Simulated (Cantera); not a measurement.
A closed system holds: 1 mol TiO2, a varied amount of H2, equilibrated at 1223.15 K and 1 atm.

Cantera equilibrium calculation (NASA polynomials, part measured and part estimated; ideal gas, pure solids and liquids). Candidate condensed phases: H2O, Ti, TiO, TiO2, Ti2O3, Ti3O5, Ti4O7; 12 gas species. Mutual solubility and eutectic melting of coexisting phases are not modelled. Condensed phases not in the tables: Magnéli phases beyond Ti4O7. Equilibrium is a limit: real reactors are often held back by kinetics, nucleation or transport.

x: gas mole fraction; n: condensed amount in mol.

| n(H2) (mol) | x H2 | x H2O | x H | n TiO2(rutile) | n Ti4O7(s) |
|---|---|---|---|---|---|
| 2.2 | 0.999 | 0.00137 | 2.99e-7 | 0.988 | … |
| 5.2 | 0.999 | 0.00137 | 2.99e-7 | 0.972 | … |
| 12 | 0.999 | 0.00137 | 2.99e-7 | 0.934 | … |
| 27 | 0.999 | 0.00137 | 2.99e-7 | 0.852 | … |
| 63 | 0.999 | 0.00137 | 2.99e-7 | 0.655 | … |
| 150 | 0.999 | 0.00137 | 2.99e-7 | 0.179 | … |
| 340 | 0.999 | 0.000735 | 2.99e-7 | 0 | … |

Some entries are withheld; supply them.


- 2.2, n Ti4O7(s): 0.00301
- 5.2, n Ti4O7(s): 0.00712
- 12, n Ti4O7(s): 0.0164
- 27, n Ti4O7(s): 0.0369
- 63, n Ti4O7(s): 0.0862
- 150, n Ti4O7(s): 0.205
- 340, n Ti4O7(s): 0.250
